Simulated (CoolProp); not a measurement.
Saturation properties of C2F6 (R116) (Tc = 19.9 °C, pc = 30.48 bar, ω = 0.257).

Values from CoolProp's reference Helmholtz-energy equation of state, Lemmon 2006. It is a short technical equation, of lower accuracy than the large ones.

```
T (°C)  p (bar)  enthalpy of vaporisation (kJ/kg)  vapour Z  surface tension (mN/m)  liquid viscosity (µPa s)  liquid conductivity (mW/(m K))
------  -------  --------------------------------  --------  ----------------------  ------------------------  ------------------------------
-86.85   0.6167                             120.7    0.9683                    12.3                       501                            79.7
-81.65   0.8334                             118.5    0.9607                    11.5                       452                            77.5
-76.45    1.106                             116.3    0.9520                    10.8                       410                            75.5
-71.35    1.436                             114.0    0.9423                    10.1                       374                            73.4
-66.15    1.845                             111.6    0.9311                    9.44                       342                            71.3
-60.95    2.339                             109.1    0.9187                    8.75                       312                            69.3
-55.75    2.928                             106.4    0.9048                    8.06                       286                            67.2
-50.65    3.608                             103.7    0.8898                    7.40                       263                            65.2
-45.45    4.417                             100.8    0.8729                    6.74                       241                            63.2
-40.25    5.355                             97.72    0.8544                    6.09                       222                            61.1
-35.15    6.411                             94.49    0.8346                    5.46                       203                            59.1
-29.95    7.640                             90.98    0.8124                    4.83                       186                            57.0
-24.75    9.037                             87.21    0.7882                    4.22                       170                            54.9
-19.65    10.58                             83.20    0.7621                    3.63                       156                            52.8
-14.45    12.35                             78.74    0.7329                    3.04                       141                            50.7
```

It boils at -78.1 °C under 1 atm.

Viscosity comes from a separate model (Huber 2003), an estimate that may be off by 10 % or more. Thermal conductivity comes from a separate model (Huber 2003), an estimate that may be off by 10 % or more. Surface tension comes from a separate correlation (Mulero 2012).
